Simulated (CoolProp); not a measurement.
Aqueous potassium formate as a coolant, at -6 °C, 1 atm.

Values from CoolProp's Melinder's fits for secondary coolants.

```tsv
mass %	freezing point (°C)	Prandtl number	cp (kJ/(kg K))	viscosity (mPa s)	density (kg/m³)
14.3	-7.5	17.0	3.639	2.50	1092
20.9	-12.3	17.7	3.394	2.74	1135
27.4	-18.3	18.9	3.177	3.06	1180
33.9	-26.0	20.3	2.987	3.41	1227
40.4	-35.6	22.5	2.822	3.87	1276
```
